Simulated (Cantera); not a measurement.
An adiabatic, constant-volume homogeneous reactor starts with 28.5 % CH₃OH, 17.8 % O₂, 53.6 % N₂, at 1550 K and 210 Torr.

Model: GRI-Mech 3.0 (53 species, 325 reactions), integrated in Cantera. GRI-Mech 3.0 was tuned for natural gas; its chemistry of methanol as a main component is partial and can be far from experiment.

One state of this run: T (K) = 2712; P (bar) = 0.697; x CH₃OH = <1e-12; x O₂ = 0.000512; x CH₂O = 8.16e-9; x C₂H₂ = <1e-12; x HCO = 3.78e-7. x: mole fraction; the columns are a selection and need not sum to one.

Q: Which value of t (s) does it belong to?
A) 0.00119
B) 2.42e-6
C) 1.43e-5
D) 8.38e-5

A: A, 0.00119
